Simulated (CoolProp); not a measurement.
Properties of nitrogen along the isobar 2.39 MPa (Tc = 126.2 K, pc = 3.396 MPa, ω = 0.037).

The numbers come from the reference Helmholtz-energy equation of state, Span 2000 in CoolProp.

```json
[
 {"T (K)": "110.6", "phase": "liquid", "cp (kJ/(kg K))": "2.617", "expansivity (1/kK)": "12.87", "Prandtl number": "1.83"},
 {"T (K)": "121.7", "phase": "gas", "cp (kJ/(kg K))": "2.763", "expansivity (1/kK)": "35.26", "Prandtl number": "1.55"},
 {"T (K)": "132.7", "phase": "gas", "cp (kJ/(kg K))": "1.717", "expansivity (1/kK)": "17.38", "Prandtl number": "1.08"},
 {"T (K)": "143.8", "phase": "gas", "cp (kJ/(kg K))": "1.455", "expansivity (1/kK)": "12.51", "Prandtl number": "0.952"},
 {"T (K)": "154.9", "phase": "gas", "cp (kJ/(kg K))": "1.331", "expansivity (1/kK)": "10.07", "Prandtl number": "?"},
 {"T (K)": "166", "phase": "gas", "cp (kJ/(kg K))": "1.260", "expansivity (1/kK)": "8.548", "Prandtl number": "0.848"},
 {"T (K)": "177.1", "phase": "gas", "cp (kJ/(kg K))": "?", "expansivity (1/kK)": "7.495", "Prandtl number": "?"},
 {"T (K)": "188.2", "phase": "gas", "cp (kJ/(kg K))": "1.181", "expansivity (1/kK)": "6.712", "Prandtl number": "0.802"},
 {"T (K)": "199.3", "phase": "gas", "cp (kJ/(kg K))": "1.158", "expansivity (1/kK)": "6.102", "Prandtl number": "0.788"},
 {"T (K)": "210.3", "phase": "gas", "cp (kJ/(kg K))": "1.140", "expansivity (1/kK)": "5.614", "Prandtl number": "0.776"},
 {"T (K)": "221.4", "phase": "gas", "cp (kJ/(kg K))": "1.126", "expansivity (1/kK)": "5.206", "Prandtl number": "0.767"},
 {"T (K)": "232.5", "phase": "gas", "cp (kJ/(kg K))": "1.115", "expansivity (1/kK)": "4.861", "Prandtl number": "0.760"},
 {"T (K)": "243.6", "phase": "gas", "cp (kJ/(kg K))": "1.106", "expansivity (1/kK)": "4.565", "Prandtl number": "0.753"}
]
```

Task: Some entries are withheld; supply them.

Result: 
- 154.9, Prandtl number: 0.887
- 177.1, cp (kJ/(kg K)): 1.213
- 177.1, Prandtl number: 0.821

Viscosity comes from a separate model (Lemmon 2004). Thermal conductivity comes from a separate model (Lemmon 2004).
